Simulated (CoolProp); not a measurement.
20 sccm (0 °C, 1 atm) of nitrogen bubbles through liquid o-xylene at 342.2 K and leaves saturated at a total pressure of 0.15 MPa (ideal gas phase). Each further row changes one setting.

The numbers come from the reference Helmholtz-energy equation of state, Zhou 2012 in CoolProp.

```tsv
case	vapour pressure (kPa)	mole fraction of vapour	delivery (mg/min)	delivery (sccm)	change of delivery for a bath 1 K warmer (%)
as stated	8.11	0.0540	5.41	1.14	4.6
bath temperature 347.2 K	___	0.0666	___	___	4.5
total pressure 0.3 MPa	8.11	0.0270	2.63	___	___
```

### Question
Fill in the missing entries.

### Answer

- bath temperature 347.2 K, vapour pressure (kPa): 9.98
- bath temperature 347.2 K, delivery (mg/min): 6.76
- bath temperature 347.2 K, delivery (sccm): 1.43
- total pressure 0.3 MPa, delivery (sccm): 0.555
- total pressure 0.3 MPa, change of delivery for a bath 1 K warmer (%): 4.4
